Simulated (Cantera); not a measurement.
Premixed flame

A freely propagating, adiabatic, planar premixed flame of 43.3 % H2, 10.8 % O2, 40.7 % N2, 5.19 % H2O, equivalence ratio 2.0, unburnt at 673 K and 300 Torr; mixture-averaged transport, grid criteria slope 0.08 and curve 0.16, no radiation.

Computed with Cantera and the H2/O2 subset of GRI-Mech 3.0, which has no nitrogen chemistry. Burning velocities carry a grid error of a few per cent, more on coarse grids.

```json
[
 {"z (mm)": "-4.57", "T (K)": "673", "u (m/s)": "9.57", "x H2": "0.433", "x O2": "0.108", "x HO2": "<1e-8", "x H2O2": "<1e-8", "x H": "<1e-8", "x O": "<1e-8"},
 {"z (mm)": "-3.04", "T (K)": "673", "u (m/s)": "9.57", "x H2": "0.433", "x O2": "0.108", "x HO2": "<1e-8", "x H2O2": "<1e-8", "x H": "<1e-8", "x O": "<1e-8"},
 {"z (mm)": "-2.28", "T (K)": "673", "u (m/s)": "9.57", "x H2": "0.433", "x O2": "0.108", "x HO2": "<1e-8", "x H2O2": "<1e-8", "x H": "<1e-8", "x O": "<1e-8"},
 {"z (mm)": "-1.52", "T (K)": "673", "u (m/s)": "9.57", "x H2": "0.433", "x O2": "0.108", "x HO2": "1.09e-6", "x H2O2": "<1e-8", "x H": "4.75e-7", "x O": "<1e-8"},
 {"z (mm)": "-0.761", "T (K)": "685", "u (m/s)": "9.73", "x H2": "0.431", "x O2": "0.108", "x HO2": "0.000113", "x H2O2": "8.87e-7", "x H": "0.000472", "x O": "1.17e-5"},
 {"z (mm)": "-0.380", "T (K)": "824", "u (m/s)": "11.5", "x H2": "0.406", "x O2": "0.103", "x HO2": "8.14e-5", "x H2O2": "1.59e-6", "x H": "0.00967", "x O": "0.000300"},
 {"z (mm)": "0", "T (K)": "1182", "u (m/s)": "16.1", "x H2": "0.294", "x O2": "0.0639", "x HO2": "3.23e-5", "x H2O2": "8.48e-7", "x H": "0.0626", "x O": "0.00371"},
 {"z (mm)": "0.380", "T (K)": "1432", "u (m/s)": "19.4", "x H2": "0.197", "x O2": "0.0122", "x HO2": "5.78e-6", "x H2O2": "6.42e-7", "x H": "0.104", "x O": "0.00377"},
 {"z (mm)": "0.761", "T (K)": "1534", "u (m/s)": "20.6", "x H2": "0.185", "x O2": "0.00276", "x HO2": "1.24e-6", "x H2O2": "4.87e-7", "x H": "0.103", "x O": "0.00259"},
 {"z (mm)": "1.52", "T (K)": "1640", "u (m/s)": "21.9", "x H2": "0.191", "x O2": "0.00146", "x HO2": "6.14e-7", "x H2O2": "3.57e-7", "x H": "0.0899", "x O": "0.00219"},
 {"z (mm)": "3.04", "T (K)": "1758", "u (m/s)": "23.2", "x H2": "0.201", "x O2": "0.00109", "x HO2": "4.29e-7", "x H2O2": "2.19e-7", "x H": "0.0734", "x O": "0.00175"},
 {"z (mm)": "6.09", "T (K)": "1881", "u (m/s)": "24.6", "x H2": "0.210", "x O2": "0.000717", "x HO2": "2.79e-7", "x H2O2": "1.17e-7", "x H": "0.0563", "x O": "0.00121"},
 {"z (mm)": "12.2", "T (K)": "1993", "u (m/s)": "25.8", "x H2": "0.219", "x O2": "0.000409", "x HO2": "1.69e-7", "x H2O2": "6.00e-8", "x H": "0.0406", "x O": "0.000715"}
]
```
x: mole fraction of selected species; z is measured from the peak of heat release.

```json
{
  "laminar_burning_velocity": "957 cm/s",
  "thermal_thickness": "1.52 mm",
  "peak x(HO2)": "0.000116",
  "peak x(H2O2)": "1.76e-6",
  "peak x(H)": "0.106",
  "peak x(O)": "0.00466"
}
```
